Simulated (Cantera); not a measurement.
**Silicon oxide and oxynitride deposition: SiH4 + NO + H2**

Feed: 1 mol SiH4, 0.6 mol NO, 3.5 mol H2, held at 8.70e-5 bar.

Equilibrium computed with Cantera from the NASA thermochemical tables; the gas is ideal and each condensed phase is pure. Candidate condensed phases: H2O, Si, SiO2, Si2N2O, Si3N4; 35 gas species. Mutual solubility and eutectic melting of coexisting phases are not modelled. The tables hold silica as quartz up to 1696 K and as liquid above; real silica turns to tridymite and cristobalite and melts near 1996 K. The numbers say what is thermodynamically allowed, not how fast it happens.

From 550 K to 750 K the condensed part is Si(s) + SiO2(α-quartz) + Si2N2O(s). From 850 K to 1250 K the condensed part is Si(s) + SiO2(β-quartz) + Si2N2O(s). From 1350 K to 1450 K the condensed part is Si(s) + Si2N2O(s). At 1550 K the condensed part is Si(s).

```tsv
T (K)	x H2	x SiO	x N2	x H	n Si(s)	n SiO2(α-quartz)	n Si2N2O(s)	n SiO2(β-quartz)
550	1.00	<1e-12	<1e-12	<1e-12	0.250	0.150	0.300	0
650	1.00	<1e-12	<1e-12	<1e-12	0.250	0.150	0.300	0
750	1.00	5.00e-12	<1e-12	3.39e-11	0.250	0.150	0.300	0
850	1.00	3.69e-9	<1e-12	2.20e-9	0.250	0	0.300	0.150
950	1.000	6.63e-7	<1e-12	5.96e-8	0.250	0	0.300	0.150
1050	1.000	4.36e-5	5.19e-11	8.70e-7	0.250	0	0.300	0.150
1150	0.999	0.00137	6.65e-9	7.99e-6	0.246	0	0.300	0.146
1250	0.975	0.0245	3.88e-7	5.12e-5	0.181	0	0.300	0.0809
1350	0.948	0.0518	6.73e-5	0.000249	0.100	0	0.300	0
1450	0.930	0.0600	0.00927	0.000978	0.155	0	0.245	0
1550	0.856	0.0936	0.0468	0.00312	0.397	0	0	0
```
x: gas mole fraction; n: condensed amount in mol.
